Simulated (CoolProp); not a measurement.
R141b along the isobar 3.38 MPa: Z from the reference equation and from simpler models built on Tc = 477.5 K, pc = 4.212 MPa, ω = 0.220; each cubic takes its own stable root.

Model: reference Helmholtz-energy equation of state, Lemmon 2006, in CoolProp. It is a short technical equation, of lower accuracy than the large ones.

```tsv
T (K)	phase	reference	van der Waals	Redlich-Kwong	Soave-Redlich-Kwong	Peng-Robinson
227.4	liquid	0.1528	0.2512	0.1699	0.1677	0.1492
238.5	liquid	0.1478	0.2423	0.1642	0.1617	0.1438
249.5	liquid	0.1434	0.2344	0.1591	0.1565	0.1391
260.6	liquid	0.1393	0.2273	0.1546	0.1518	0.1348
271.7	liquid	0.1357	0.2209	0.1506	0.1476	0.1310
282.8	liquid	0.1325	0.2151	0.1471	0.1439	0.1277
293.9	liquid	0.1296	0.2100	0.1440	0.1407	0.1247
305	liquid	0.1270	0.2055	0.1414	0.1378	0.1221
316.1	liquid	0.1247	0.2014	0.1391	0.1354	0.1199
327.2	liquid	0.1227	0.1979	0.1373	0.1334	0.1180
```
